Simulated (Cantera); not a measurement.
Feed: 1 mol CuO, 7.5 mol CO, at 1600 °C and 1.00 bar.

These are equilibrium values from Cantera (NASA tables, ideal gas, pure condensed phases), not measurements of a reactor. Candidate condensed phases: C, Cu, CuO, Cu₂O; 15 gas species. Kinetics and transport are ignored.

Base state: CO 0.866, CO₂ 0.133, Cu 0.00122 (mole fractions); condensed: Cu(l).

Question: What changes in the equilibrium state with this change: 0.085 mol CH₄ added?

Answer: 
```json
[
 {"species": "CO", "before": "0.866", "after": "0.867"},
 {"species": "CO₂", "before": "0.133", "after": "0.110"},
 {"species": "H₂", "before": "0", "after": "0.0144"},
 {"species": "H₂O", "before": "0", "after": "0.00750"},
 {"species": "Cu", "before": "0.00122", "after": "0.00122"},
 {"species": "H", "before": "0", "after": "7.73e-5"},
 {"species": "Cu(l), mol", "before": "0.991", "after": "0.991"}
]
```
Further candidate phases: C₆H₆, C₇H₈, C₈H₁₈, Cu(OH)₂, H₂O.
